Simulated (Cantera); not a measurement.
A closed system holds: 1 mol H2S, 1.7 mol H2, at 1225 °C and 0.100 bar.

These are equilibrium values from Cantera (NASA tables, ideal gas, pure condensed phases), not measurements of a reactor. Kinetics and transport are ignored.

```json
[
 {"species": "H2", "before": "0.719", "after": "0.859"},
 {"species": "H2S", "before": "0.212", "after": "0.124"},
 {"species": "S2", "before": "0.0649", "after": "0.0154"},
 {"species": "S", "before": "3.20e-5", "after": "1.56e-5"},
 {"species": "SH", "before": "0.00347", "after": "0.00185"},
 {"species": "H", "before": "4.61e-5", "after": "5.04e-5"}
]
```
Gas species are given as mole fractions.

Problem. Name the change that produced these shifts.
(A) H2 from 1.7 to 5.3 mol
(B) pressure from 0.100 bar to 10.0 Pa
(C) temperature from 1225 °C to 1300 °C
(D) temperature from 1225 °C to 1400 °C

Solution. A, H2 from 1.7 to 5.3 mol
